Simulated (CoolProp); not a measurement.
Vapour-liquid equilibrium of n-heptane (1) + n-dodecane (2) at 192.85 °C; x and y are mole fractions of (1).

Computed with CoolProp (multi-fluid Helmholtz-energy mixture model, Span 2003 and Lemmon 2004; pair parameters Bell 2016).

### Question
Give the bubble pressure and the first vapour's composition at x = 0.05, 0.125, 0.95. Is there an azeotrope?

### Answer
x = 0.05: 86.99 kPa, y = 0.373; x = 0.125: 136.5 kPa, y = 0.620; x = 0.95: 814.3 kPa, y = 0.994. No azeotrope shows between x = 0.05 and 0.95.

The pair parameters rest on a limited set of measurements; away from them the model extrapolates.
